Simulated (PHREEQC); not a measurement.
A solution holds 0.46 mol/kgw Na2SO4, 0.057 mol/kgw KCl and 2.9 mol/kgw NaCl, at 20 °C. Closed to the air; pH follows from the charge balance.

The numbers come from PHREEQC with the Pitzer model, pitzer.dat.

Precipitation was switched off in this run.

Task: What activity of water, osmotic coefficient does the model give?

Result: activity of water 0.876; osmotic coefficient 1.005.

Species that the database lacks are ignored.
